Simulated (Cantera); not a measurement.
Predominance diagram of Mg at 775 K against the partial pressures of O2 and F2 (log10, bar). Source: NASA polynomial tables (part measured, part estimated), evaluated in Cantera. Candidates: Mg(s), MgF2(s), MgO(s). Only these pure phases compete in this equilibrium. Not in the tables: oxide halides.

Problem. Which phase is stable at these pairs, and which metal-bearing vapour leads over it? (-12, -43.8); (-1, -30.7); (-9, -35.1); (-12, -21.9); (-10, -39.5); (-13, -13.2); (-12, -26.3)

Solution. 
| log p(O2) | log p(F2) | phase | chief vapour | log p (bar) |
|---|---|---|---|---|
| -12 | -43.8 | MgO(s) | MgF2 | -22.7 |
| -1 | -30.7 | MgF2(s) | MgF2 | -16.7 |
| -9 | -35.1 | MgF2(s) | MgF2 | -16.7 |
| -12 | -21.9 | MgF2(s) | MgF2 | -16.7 |
| -10 | -39.5 | MgO(s) | MgF2 | -19.4 |
| -13 | -13.2 | MgF2(s) | MgF2 | -16.7 |
| -12 | -26.3 | MgF2(s) | MgF2 | -16.7 |
